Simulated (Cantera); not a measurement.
Source: NASA polynomial tables (part measured, part estimated), evaluated in Cantera. Values are per mole of reaction as written; species without (g) are pure solids or liquids, kept so even where they would boil at 1 bar.

10 H(g) + P4O10 ⇌ P4(g) + 10 OH(g)

| T (K) | ΔH° (kJ) | ΔS° (J/K) | ΔG° (kJ) | log10 K |
|---|---|---|---|---|
| 300 | … | … | … | … |
| 548 | … | … | … | … |
| 573 | 1251.8 | 672.6 | 866.4 | -78.98 |
| 598 | 1247.7 | 665.5 | 849.7 | -74.22 |
| 623 | … | … | … | … |
| 648 | 1238.9 | 651.3 | 816.8 | -65.84 |
| 673 | 1234.2 | 644.2 | 800.6 | -62.14 |

**Question.** Complete the blanks.

**Answer.** 
- 300, ΔH° (kJ): 1282.3
- 300, ΔS° (J/K): 741.1
- 300, ΔG° (kJ): 1060.0
- 300, log10 K: -184.56
- 548, ΔH° (kJ): 1255.8
- 548, ΔS° (J/K): 679.6
- 548, ΔG° (kJ): 883.3
- 548, log10 K: -84.20
- 623, ΔH° (kJ): 1243.4
- 623, ΔS° (J/K): 658.4
- 623, ΔG° (kJ): 833.2
- 623, log10 K: -69.85
